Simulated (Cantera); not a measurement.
# H2S + O2 (abatement and gas-phase synthesis)

Feed: 1 mol H2S, 0.43 mol O2, at 2.93 Torr.

Equilibrium computed with Cantera from the NASA thermochemical tables; the gas is ideal and each condensed phase is pure. Candidate condensed phases: H2O, H2SO4, S; 19 gas species. Rates play no part.

From 1525 K to 2575 K nothing is condensed.

```tsv
T (K)	x H2O	x H2	x S2	x H	x SO	x S	x SO2	x H2S	x SH	x OH	x O
1525	0.403	0.219	0.269	0.000177	0.00781	0.000449	0.0723	0.0229	0.00433	1.01e-5	7.02e-9
1675	0.345	0.270	0.249	0.000967	0.0201	0.00201	0.0896	0.0143	0.00782	5.96e-5	1.72e-7
1825	0.287	0.314	0.223	0.00395	0.0422	0.00685	0.100	0.00920	0.0123	0.000253	2.45e-6
1975	0.233	0.344	0.189	0.0129	0.0750	0.0187	0.102	0.00591	0.0172	0.000829	2.28e-5
2125	0.183	0.356	0.146	0.0347	0.114	0.0421	0.0956	0.00365	0.0212	0.00221	0.000153
2275	0.138	0.342	0.0988	0.0795	0.151	0.0781	0.0823	0.00205	0.0224	0.00498	0.000795
2425	0.0989	0.297	0.0545	0.156	0.174	0.118	0.0667	0.000984	0.0197	0.00987	0.00346
2575	0.0655	0.225	0.0242	0.263	0.176	0.148	0.0510	0.000384	0.0142	0.0172	0.0131
```
x: gas mole fraction; nothing condenses.
